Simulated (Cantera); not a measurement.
Feed: 1 mol CF₄, 0.073 mol H₂, 0.027 mol HCl, held at 1402 °C and 100000 Pa.

Method: chemical equilibrium by Gibbs-energy minimisation in Cantera with the NASA 1993 tables (ideal gas, pure condensed phases). Candidate condensed phases: C, C₆H₆, C₇H₈, C₈H₁₈; 118 gas species. Gases not in the tables: C₂F₆ and larger saturated fluorocarbons. Rates play no part.

Base state: CF₄ 0.832, HF 0.146, Cl 0.00817, CClF₃ 0.00574, HCl 0.00487, Cl₂ 0.00236, CF₂ 0.000402, CF₃ 0.000182 (mole fractions); condensed: C(graphite).

Q: What changes in the equilibrium state with this change: pressure from 100000 Pa to 210 Pa?

A: 
```json
[
 {"species": "CF₄", "before": "0.832", "after": "0.816"},
 {"species": "HF", "before": "0.146", "after": "0.148"},
 {"species": "Cl", "before": "0.00817", "after": "0.0228"},
 {"species": "CF₂", "before": "0.000402", "after": "0.00870"},
 {"species": "CCl₂F₂", "before": "3.00e-5", "after": "2.23e-8"},
 {"species": "F", "before": "2.67e-5", "after": "0.00271"},
 {"species": "Cl₂", "before": "0.00236", "after": "3.87e-5"},
 {"species": "C(graphite), mol", "before": "0.0399", "after": "0.0386"}
]
```
